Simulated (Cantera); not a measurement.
What does this Cantera script print?

```python
import numpy as np
import cantera as ct

gas = ct.Solution("h2o2.yaml")
gas.TPX = 350, 15000, {'H2': 1, 'O2': 0.312, 'N2': 1.47}
flame = ct.FreeFlame(gas, width=0.15)
flame.set_refine_criteria(ratio=3, slope=0.08, curve=0.16)
flame.transport_model = "mixture-averaged"
flame.solve(loglevel=0, auto=True)
z, T = flame.grid, flame.T
thick = (T[-1] - T[0]) / np.gradient(T, z).max()
show = ['H2', 'O2', 'HO2', 'H2O2', 'OH', 'H2O']
print(f"laminar burning velocity  {flame.velocity[0] * 100:.3f} cm/s")
print(f"burnt temperature         {T[-1]:.1f} K")
print(f"thermal thickness         {thick * 1e3:.4f} mm")
print(f"grid points               {len(z)}")
z0 = z[flame.heat_release_rate.argmax()]
print(f"{'z/mm':>9s}{'T/K':>9s}{'u/(m/s)':>9s}" + "".join(f"{s:>11s}" for s in show))
rows = []
for k in (-3, -2, -1.5, -1, -0.5, -0.25, 0, 0.25, 0.5, 1, 2, 4, 8):
    zz = z0 + k * thick
    rows.append([k * thick, np.interp(zz, z, T), np.interp(zz, z, flame.velocity),
                 *(np.interp(zz, z, flame.X[gas.species_index(s)]) for s in show)])
    print(f"{rows[-1][0] * 1e3:9.3f}{rows[-1][1]:9.1f}{rows[-1][2]:9.3f}" + "".join(f"{x:11.3e}" for x in rows[-1][3:]))
```

Result:

```
laminar burning velocity  257.661 cm/s
burnt temperature         2059.0 K
thermal thickness         4.6418 mm
grid points               147
     z/mm      T/K  u/(m/s)         H2         O2        HO2       H2O2         OH        H2O
  -13.925    350.0    2.577  3.595e-01  1.121e-01  5.772e-16 -1.582e-17  3.569e-19  4.077e-16
   -9.284    350.0    2.577  3.595e-01  1.121e-01  1.088e-13  1.029e-15  5.252e-17  1.059e-13
   -6.963    350.0    2.577  3.595e-01  1.121e-01  7.229e-12  7.207e-14  1.937e-15  5.892e-12
   -4.642    350.0    2.577  3.594e-01  1.122e-01  3.341e-09  3.520e-11  8.601e-13  2.088e-09
   -2.321    356.1    2.615  3.578e-01  1.123e-01  5.473e-05  2.833e-06  1.060e-05  1.143e-04
   -1.160    588.4    4.233  3.275e-01  1.067e-01  5.278e-05  2.061e-05  5.615e-04  1.732e-02
    0.000   1005.4    7.026  2.207e-01  7.111e-02  1.495e-05  2.989e-07  1.254e-03  9.702e-02
    1.160   1267.2    8.776  1.229e-01  1.524e-02  2.954e-06  2.946e-07  3.004e-03  2.028e-01
    2.321   1369.6    9.434  1.079e-01  4.155e-03  7.446e-07  2.500e-07  3.551e-03  2.255e-01
    4.642   1473.6   10.081  1.124e-01  2.539e-03  4.040e-07  2.180e-07  4.239e-03  2.299e-01
    9.284   1589.0   10.782  1.199e-01  1.927e-03  2.747e-07  1.526e-07  4.776e-03  2.330e-01
   18.567   1705.9   11.474  1.271e-01  1.290e-03  1.724e-07  8.692e-08  4.885e-03  2.369e-01
   37.134   1814.6   12.102  1.336e-01  7.371e-04  9.896e-08  4.388e-08  4.433e-03  2.412e-01
```

Cantera simulation using the H2/O2 subset of GRI-Mech 3.0, which has no nitrogen chemistry; the numbers are that mechanism's predictions, not measurements. Burning velocities carry a grid error of a few per cent, more on coarse grids.
